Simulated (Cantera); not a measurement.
Input: 1 mol SiC, 0.027 mol Si, 1.2 mol N₂, at 15.0 Torr.

Equilibrium computed with Cantera from the NASA thermochemical tables; the gas is ideal and each condensed phase is pure. Candidate condensed phases: C, Si, SiC, Si₃N₄; 32 gas species. Ions and electrons are included (thermal ionisation). The tables' values for SiN are old estimates; treat these amounts as uncertain. Kinetics and transport are ignored.

Question: At 2750 K, list the 6 most abundant gas species with their mole fractions, and the condensed phases.

Answer: N₂ 0.555, Si 0.268, SiC₂ 0.133, Si₂C 0.0346, CN 0.00358, Si₂ 0.00206. Condensed: C(graphite).
